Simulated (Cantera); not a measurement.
# Catalytic stagnation flow on Pt

A jet of 1.30 % H2, 13.0 % O2, 85.7 % N2, equivalence ratio 0.050 at 300 K and 0.430 bar hits a platinum plate 3.2 cm away at a mass flux of 0.038 kg/m²/s; the plate temperature is set and raised in steps from an oxygen-covered start.

Cantera simulation using Deutschmann's 1995 Pt surface mechanism with GRI-Mech 3.0 gas chemistry; the numbers are that mechanism's predictions, not measurements. Catalytic surfaces can have several steady states; this one follows from the mechanism file's or the stated starting coverage.

```csv
plate T (K),wall x H2,wall x O2,wall x H2O,wall x OH,θ free Pt,θ O*,θ OH*
600,0.00102,0.117,0.0232,<1e-8,0.0144,0.980,0.00515
650,0.00100,0.118,0.0229,<1e-8,0.0155,0.981,0.00347
700,0.000873,0.117,0.0230,<1e-8,0.0187,0.979,0.00265
750,0.000603,0.117,0.0233,<1e-8,0.0289,0.969,0.00239
800,0.000367,0.117,0.0237,<1e-8,0.0505,0.947,0.00236
850,0.000232,0.117,0.0238,<1e-8,0.0837,0.914,0.00233
```
x: mole fraction at the wall; θ: surface coverage.
